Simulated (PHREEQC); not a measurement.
Dissolve 0.061 mol HF, 3.8e-05 mol H2SiF6 and 0.27 mol HCl per kg of water at 25 °C. It is in equilibrium with CO2 at log p = -3.4 (atm). Otherwise closed; pH follows from the charge balance.

Model: ion-association model, phreeqc.dat, run in PHREEQC.

| Property | Value |
|---|---|
| pH | 0.67 |
| ionic strength | 0.271 mol/kgw |
| activity of water | 0.990 |
| specific conductance | 88200 µS/cm |
| density | 1.002 g/cm³ |
| total alkalinity | -331 meq/kg |

```tsv
species	molality	activity	log γ
H+	0.270	0.213	-0.105
Cl-	0.270	0.187	-0.159
HF	0.0606	0.0645	0.027
F-	0.000296	0.000202	-0.166
HF2-	6.79e-5	5.00e-5	-0.133
SiF6-2	3.80e-5	1.02e-5	-0.572
CO2	1.27e-5	1.36e-5	0.027
```

No solid was allowed to form. SiF6-2 is the database's only silicon fluoride.
